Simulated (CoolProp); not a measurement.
Model: reference Helmholtz-energy equation of state, de Vries 1995, in CoolProp.

Task: Give the vapour pressure (bar), enthalpy of vaporisation (kJ/kg), liquid cp (kJ/(kg K)), vapour Z of saturated R124 at 199.5, 339.2, 359.1 K.

Result: 
```json
[
 {"T (K)": "199.5", "p (bar)": "0.0285", "enthalpy of vaporisation (kJ/kg)": "192", "liquid cp (kJ/(kg K))": "0.979", "vapour Z": "0.997"},
 {"T (K)": "339.2", "p (bar)": "11.5", "enthalpy of vaporisation (kJ/kg)": "118", "liquid cp (kJ/(kg K))": "1.28", "vapour Z": "0.767"},
 {"T (K)": "359.1", "p (bar)": "17.9", "enthalpy of vaporisation (kJ/kg)": "99.4", "liquid cp (kJ/(kg K))": "1.43", "vapour Z": "0.678"}
]
```
